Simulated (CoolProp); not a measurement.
A closed Brayton cycle with nitrogen: compressor inlet 323.15 K and 0.34 MPa, high pressure 0.888 MPa, turbine inlet 920 K, compressor efficiency 0.85, turbine efficiency 0.93, recuperator effectiveness 0.95 (on enthalpy, no pinch check). Each further row changes one setting.

Computed with CoolProp (reference Helmholtz-energy equation of state, Span 2000).

```json
[
 {"case": "as stated", "thermal efficiency (%)": "39.4", "net work (kJ/kg)": "91.2", "compressor to turbine work": "0.58", "compressor exit (K)": "442.8", "turbine exit (K)": "728.8"},
 {"case": "turbine inlet 870 K", "thermal efficiency (%)": "36.4", "net work (kJ/kg)": "79.3", "compressor to turbine work": "0.61", "compressor exit (K)": "442.8", "turbine exit (K)": "687.7"},
 {"case": "compressor inlet 333.15 K", "thermal efficiency (%)": "37.8", "net work (kJ/kg)": "87.4", "compressor to turbine work": "…", "compressor exit (K)": "456.4", "turbine exit (K)": "728.8"},
 {"case": "high pressure 0.755 MPa", "thermal efficiency (%)": "…", "net work (kJ/kg)": "82.0", "compressor to turbine work": "0.55", "compressor exit (K)": "420.3", "turbine exit (K)": "…"},
 {"case": "recuperator effectiveness 0.5", "thermal efficiency (%)": "24.7", "net work (kJ/kg)": "91.2", "compressor to turbine work": "0.58", "compressor exit (K)": "442.8", "turbine exit (K)": "728.8"}
]
```

Q: Fill in the missing entries.

A: 
- compressor inlet 333.15 K, compressor to turbine work: 0.60
- high pressure 0.755 MPa, thermal efficiency (%): 40.7
- high pressure 0.755 MPa, turbine exit (K): 758.3
